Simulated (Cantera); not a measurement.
Feed: 1 mol C3H8, 0.013 mol O2, held at 650 °C and 12000 Torr.

Equilibrium computed with Cantera from the NASA thermochemical tables; the gas is ideal and each condensed phase is pure. Candidate condensed phases: C, C6H6, C7H8, C8H18, H2O; 110 gas species. Kinetics and transport are ignored.

Base state: CH4 0.591, H2 0.399, H2O 0.00930, CO 0.000945, C2H6 7.44e-5, CO2 4.50e-5 (mole fractions); condensed: C(graphite).

### Question
What changes in the equilibrium state with this change: pressure from 12000 Torr to 31500 Torr?

### Answer
```csv
species,before,after
CH4,0.591,0.718
H2,0.399,0.271
H2O,0.00930,0.0105
C2H6,7.44e-5,0.000161
CO,0.000945,0.000596
CO2,4.50e-5,4.70e-5
"C(graphite), mol",1.51,1.33
```
The ideal-gas law is rough above about 30 bar.

### Question
What changes in the equilibrium state with this change: O2 from 0.013 to 0.0092 mol?

### Answer
```
species             before     after
----------------  --------  --------
CH4                  0.591     0.593
H2                   0.399     0.399
H2O                0.00930   0.00661
CO2                4.50e-5   2.27e-5
CO                0.000945  0.000670
C2H6               7.44e-5   7.49e-5
C(graphite), mol      1.51      1.51
```
